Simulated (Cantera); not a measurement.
Feed: 1 mol Ca(OH)2, 0.25 mol H2, 0.34 mol CO2, at 9.75 Torr.

Equilibrium computed with Cantera from the NASA thermochemical tables; the gas is ideal and each condensed phase is pure. Candidate condensed phases: C, C6H6, C7H8, C8H18, Ca, CaCO3, CaO, Ca(OH)2, H2O; 115 gas species. Kinetics and transport are ignored.

### Question
At 1725 °C, list the 7 most abundant gas species with their mole fractions, and the condensed phases.

### Answer
H2O 0.697, CO2 0.138, H2 0.0824, CO 0.0748, H 0.00404, OH 0.00340, O2 0.000444. Condensed: CaO(s).
